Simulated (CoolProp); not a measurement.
Properties of methanol along the isotherm 292.8 K (Tc = 513.4 K, pc = 8.216 MPa, ω = 0.565).

Values from CoolProp's reference Helmholtz-energy equation of state, de Reuck 1993.

```json
[
 {"p (MPa)": "0.039", "phase": "liquid", "cv (kJ/(kg K))": "2.078", "Joule-Thomson coefficient (K/MPa)": "-0.3300", "expansivity (1/kK)": "1.183"},
 {"p (MPa)": "0.08", "phase": "liquid", "cv (kJ/(kg K))": "2.078", "Joule-Thomson coefficient (K/MPa)": "-0.3300", "expansivity (1/kK)": "1.183"},
 {"p (MPa)": "0.164", "phase": "liquid", "cv (kJ/(kg K))": "2.078", "Joule-Thomson coefficient (K/MPa)": "-0.3301", "expansivity (1/kK)": "(withheld)"},
 {"p (MPa)": "0.337", "phase": "liquid", "cv (kJ/(kg K))": "2.078", "Joule-Thomson coefficient (K/MPa)": "(withheld)", "expansivity (1/kK)": "(withheld)"},
 {"p (MPa)": "0.693", "phase": "liquid", "cv (kJ/(kg K))": "2.078", "Joule-Thomson coefficient (K/MPa)": "-0.3306", "expansivity (1/kK)": "1.178"},
 {"p (MPa)": "1.42", "phase": "liquid", "cv (kJ/(kg K))": "2.077", "Joule-Thomson coefficient (K/MPa)": "(withheld)", "expansivity (1/kK)": "(withheld)"},
 {"p (MPa)": "2.92", "phase": "liquid", "cv (kJ/(kg K))": "2.077", "Joule-Thomson coefficient (K/MPa)": "(withheld)", "expansivity (1/kK)": "(withheld)"},
 {"p (MPa)": "6", "phase": "liquid", "cv (kJ/(kg K))": "2.076", "Joule-Thomson coefficient (K/MPa)": "(withheld)", "expansivity (1/kK)": "1.138"},
 {"p (MPa)": "12.3", "phase": "liquid", "cv (kJ/(kg K))": "2.075", "Joule-Thomson coefficient (K/MPa)": "-0.3398", "expansivity (1/kK)": "1.097"}
]
```

Task: Complete the blanks.

Result: 
- 0.164, expansivity (1/kK): 1.182
- 0.337, Joule-Thomson coefficient (K/MPa): -0.3303
- 0.337, expansivity (1/kK): 1.181
- 1.42, Joule-Thomson coefficient (K/MPa): -0.3313
- 1.42, expansivity (1/kK): 1.172
- 2.92, Joule-Thomson coefficient (K/MPa): -0.3326
- 2.92, expansivity (1/kK): 1.161
- 6, Joule-Thomson coefficient (K/MPa): -0.3352
